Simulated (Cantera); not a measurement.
A closed system holds: 1 mol Si, 2.1 mol H2O, 290 mol N2, held at 1102 °C and 0.133 bar.

Cantera equilibrium calculation (NASA polynomials, part measured and part estimated; ideal gas, pure solids and liquids). Candidate condensed phases: H2O, Si, SiO2, Si2N2O, Si3N4; 35 gas species. The tables hold silica as quartz up to 1696 K and as liquid above; real silica turns to tridymite and cristobalite and melts near 1996 K. Equilibrium is a limit: real reactors are often held back by kinetics, nucleation or transport.

Base state: N2 0.993, H2 0.00685, H2O 0.000342 (mole fractions); condensed: SiO2(β-quartz).

### Question
What changes in the equilibrium state with this change: temperature from 1102 °C to 1702 °C?

### Answer
```csv
species,before,after
N2,0.993,0.991
H2,0.00685,0.00545
H2O,0.000342,0.00158
SiO,4.93e-9,0.00125
H,7.76e-7,0.000277
"SiO2(β-quartz), mol",1.000,0
"SiO2(condensed), mol",0,0.633
```

### Question
What changes in the equilibrium state with this change: temperature from 1102 °C to 1675 °C?

### Answer
```
species                 before     after
--------------------  --------  --------
N2                       0.993     0.992
H2                     0.00685   0.00572
H2O                   0.000342   0.00134
SiO                    4.93e-9   0.00100
H                      7.76e-7  0.000234
SiO2(β-quartz), mol      1.000         0
SiO2(condensed), mol         0     0.706
```
